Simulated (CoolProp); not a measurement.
Vapour-liquid equilibrium of isobutane (1) + acetone (2) at 561 kPa; x and y are mole fractions of (1).

Values from CoolProp's multi-fluid Helmholtz-energy mixture model, Bücker 2006 and Lemmon 2006; pair parameters Bell 2016.

```json
[
 {"x": "0.05", "bubble temperature, mixture model (K)": "?", "bubble temperature, Raoult's law (K)": "382.2", "y, mixture model": "0.356", "y, Raoult's law": "0.209"},
 {"x": "0.2", "bubble temperature, mixture model (K)": "339.1", "bubble temperature, Raoult's law (K)": "363.5", "y, mixture model": "0.762", "y, Raoult's law": "0.589"},
 {"x": "0.35", "bubble temperature, mixture model (K)": "?", "bubble temperature, Raoult's law (K)": "349.4", "y, mixture model": "?", "y, Raoult's law": "0.776"},
 {"x": "0.5", "bubble temperature, mixture model (K)": "323.6", "bubble temperature, Raoult's law (K)": "338.6", "y, mixture model": "0.876", "y, Raoult's law": "0.877"},
 {"x": "0.65", "bubble temperature, mixture model (K)": "321.2", "bubble temperature, Raoult's law (K)": "330.0", "y, mixture model": "0.895", "y, Raoult's law": "0.935"},
 {"x": "0.8", "bubble temperature, mixture model (K)": "?", "bubble temperature, Raoult's law (K)": "322.9", "y, mixture model": "?", "y, Raoult's law": "0.971"},
 {"x": "0.95", "bubble temperature, mixture model (K)": "316.1", "bubble temperature, Raoult's law (K)": "317.0", "y, mixture model": "0.972", "y, Raoult's law": "0.994"}
]
```

Problem. What belongs in the gaps?

Solution. 
- 0.05, bubble temperature, mixture model (K): 371.8
- 0.35, bubble temperature, mixture model (K): 327.7
- 0.35, y, mixture model: 0.847
- 0.8, bubble temperature, mixture model (K): 318.8
- 0.8, y, mixture model: 0.921

The largest gap from Raoult's law is -24.4 K in bubble temperature, at x = 0.2. No azeotrope shows between x = 0.05 and 0.95.

Pair parameters are fitted to limited data, so mixtures are less certain than the pure fluids. With so large a gap from Raoult's law the liquid may split in two, which this calculation doesn't test in full.
